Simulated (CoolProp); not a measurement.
Vapour-liquid equilibrium of R152A (1) + n-pentane (2) at 2.85 bar; x and y are mole fractions of (1).

Values from CoolProp's multi-fluid Helmholtz-energy mixture model, Outcalt 1996 and Thol 2019; pair parameters Bell 2016.

Task: Give the bubble temperature and the first vapour's composition at x = 0.15, 0.75, 0.95. Is there an azeotrope?

Result: x = 0.15: 297.7 K, y = 0.774; x = 0.75: 278.6 K, y = 0.926; x = 0.95: 276.0 K, y = 0.975. No azeotrope shows between x = 0.05 and 0.95.

The pair parameters rest on a limited set of measurements; away from them the model extrapolates. With so large a gap from Raoult's law the liquid may split in two, which this calculation doesn't test in full.
